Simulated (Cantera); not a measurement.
An isothermal, constant-pressure homogeneous reactor starts with 0.916 % H₂, 83.3 % O₂, 15.8 % N₂, at 1400 K and 10.5 Torr.

Cantera simulation using the H2/O2 subset of GRI-Mech 3.0, which has no nitrogen chemistry; the numbers are that mechanism's predictions, not measurements. Radical loss at walls, strong at low pressure, is not modelled.

x: mole fraction; the columns are a selection and need not sum to one.

```csv
t (s),x H₂,x O₂,x H,x O,x HO₂
4.00e-6,0.00916,0.833,6.86e-10,6.35e-11,7.49e-10
1.37e-5,0.00916,0.833,1.92e-9,6.45e-10,2.56e-9
4.66e-5,0.00916,0.833,3.94e-9,5.14e-9,8.73e-9
0.000159,0.00916,0.833,6.95e-9,3.02e-8,2.98e-8
0.000543,0.00916,0.833,2.68e-8,2.30e-7,1.01e-7
0.00185,0.00914,0.833,1.44e-6,1.48e-5,3.49e-7
0.00632,[?],0.824,0.000328,0.00775,4.52e-7
0.0216,[?],0.824,0.000268,0.00773,3.90e-7
0.0737,[?],0.825,0.000225,0.00686,3.68e-7
0.251,[?],0.827,0.000131,0.00478,3.06e-7
0.858,[?],0.830,3.42e-5,0.00193,1.85e-7
2.93,[?],0.831,3.16e-6,0.000392,6.75e-8
10.0,[?],0.832,1.74e-7,5.66e-5,2.30e-8
```

**Question.** Fill in the missing entries.

**Answer.** 
- 0.00632, x H₂: 0.000118
- 0.0216, x H₂: 3.78e-5
- 0.0737, x H₂: 3.38e-5
- 0.251, x H₂: 2.39e-5
- 0.858, x H₂: 9.90e-6
- 2.93, x H₂: 2.05e-6
- 10.0, x H₂: 2.98e-7
